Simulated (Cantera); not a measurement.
A closed system holds: 1 mol SiCl₄, a varied amount of Cl₂, 0.76 mol H₂, at 850 °C and 1 atm.

Method: chemical equilibrium by Gibbs-energy minimisation in Cantera with the NASA 1993 tables (ideal gas, pure condensed phases). Candidate condensed phases: Si; 19 gas species. The tables' values for SiCl₃ are old estimates; treat these amounts as uncertain. Equilibrium is a limit: real reactors are often held back by kinetics, nucleation or transport.

x: gas mole fraction; nothing condenses.

```csv
n(Cl₂) (mol),x HCl,x SiCl₄,x Cl₂,x H₂,x SiHCl₃
0.5,0.445,0.440,6.25e-10,0.113,[?]
0.6,0.510,0.422,1.39e-9,0.0667,[?]
0.73,0.587,0.401,1.03e-8,0.0119,[?]
0.88,0.576,0.379,0.0452,2.61e-9,[?]
1.1,0.531,0.350,0.118,8.50e-10,[?]
1.3,0.497,0.327,0.176,5.00e-10,[?]
1.5,0.466,0.307,0.226,3.42e-10,[?]
1.8,0.427,0.281,0.291,2.23e-10,[?]
2.2,0.384,0.252,0.363,1.45e-10,[?]
```

Task: Some entries are withheld; supply them.

Result: 
- 0.5, x SiHCl₃: 0.00192
- 0.6, x SiHCl₃: 0.000948
- 0.73, x SiHCl₃: 0.000139
- 0.88, x SiHCl₃: 2.95e-11
- 1.1, x SiHCl₃: 9.59e-12
- 1.3, x SiHCl₃: 5.64e-12
- 1.5, x SiHCl₃: 3.86e-12
- 1.8, x SiHCl₃: 2.52e-12
- 2.2, x SiHCl₃: 1.63e-12
